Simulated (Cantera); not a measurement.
Cantera run:

```python
import numpy as np
import cantera as ct

gas_names = """
    CL CL2 N N2 Si SiCL SiCL2 SiCL3 SiCL4 SiN Si2 Si2N Si3
""".split()
cond_names = """
    Si(cr) Si(L) Si3N4(a)
""".split()


# ... load() reads the species with a 1 bar reference pressure and builds the phases ...
atoms = {
    'Si': {'Si': 1},
    'Cl2': {'CL': 2},
    'N2': {'N': 2},
}
top_T = {'Si3N4(a)': 2400}  # K; cautious upper limits of use, not melting points


# ... equilibrate(T, P, feed) seeds the gas with the atoms and calls Mixture.equilibrate('TP', solver="vcs", rtol=1e-11, max_steps=5000) ...
results = []
feed = {'Si': 1, 'Cl2': 6.7, 'N2': 4.4}  # mol
P = 1.5  # Pa
for T in [698, 748, 798, 848, 898, 948, 998, 1048, 1098, 1148, 1198, 1248, 1298, 1348]:
    mix = equilibrate(T, P, feed)
    results.append((T, P, feed, dict(zip(mix.species_names, mix.species_moles))))

top = {s: max(r[3][s] / sum(r[3][g] for g in gas_names) for r in results) for s in gas_names}
cols = sorted((s for s in top if top[s] > 1e-05), key=lambda s: -top[s])[:5]
seen = [c for c in cond_names if any(r[3].get(c, 0) > 1e-12 for r in results)]
print("log10 of partial pressures in bar; condensed amounts in mol")
print(f"{'T/K':>10s}" + "".join(f"{s[:9]:>10s}" for s in cols + seen))
for T, P, feed, n in results:
    ng = sum(n[g] for g in gas_names)
    print(f"{T:10.4g}" + "".join(f"{np.log10(max(n[s] / ng * P / 1e5, 1e-99)):10.3f}" for s in cols)
          + "".join(f"{n.get(c, 0):10.4g}" for c in seen))
```

Output:

```
log10 of partial pressures in bar; condensed amounts in mol
       T/K        CL       CL2        N2     SiCL4     SiCL3
       698    -8.784    -5.156    -5.185    -5.828   -18.527
       748    -8.168    -5.156    -5.185    -5.828   -17.174
       798    -7.628    -5.157    -5.185    -5.829   -15.991
       848    -7.152    -5.159    -5.186    -5.829   -14.949
       898    -6.730    -5.165    -5.187    -5.831   -14.023
       948    -6.355    -5.177    -5.191    -5.835   -13.194
       998    -6.024    -5.202    -5.199    -5.842   -12.446
      1048    -5.737    -5.249    -5.212    -5.856   -11.764
      1098    -5.497    -5.333    -5.234    -5.877   -11.133
      1148    -5.308    -5.472    -5.263    -5.906   -10.537
      1198    -5.175    -5.681    -5.294    -5.938    -9.955
      1248    -5.095    -5.959    -5.320    -5.964    -9.374
      1298    -5.055    -6.281    -5.336    -5.980    -8.798
      1348    -5.036    -6.618    -5.344    -5.990    -8.241
```

Cantera equilibrium calculation (NASA polynomials, part measured and part estimated; ideal gas, pure solids and liquids). The tables' values for SiCl3 are old estimates; treat these amounts as uncertain.
